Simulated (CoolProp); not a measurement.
Properties of nitrogen along the isobar 0.101 MPa (Tc = 126.2 K, pc = 3.396 MPa, ω = 0.037).

Values from CoolProp's reference Helmholtz-energy equation of state, Span 2000.

```tsv
T (K)	phase	Prandtl number	fugacity coefficient
111.3	gas	0.781	0.9858
123.8	gas	0.770	0.9896
136.4	gas	0.762	0.9922
148.9	gas	0.755	0.9941
161.4	gas	0.750	0.9954
174	gas	0.745	0.9964
186.5	gas	0.741	0.9972
199	gas	0.737	0.9978
211.5	gas	0.734	0.9983
224.1	gas	0.731	0.9986
```

Viscosity comes from a separate model (Lemmon 2004). Thermal conductivity comes from a separate model (Lemmon 2004).
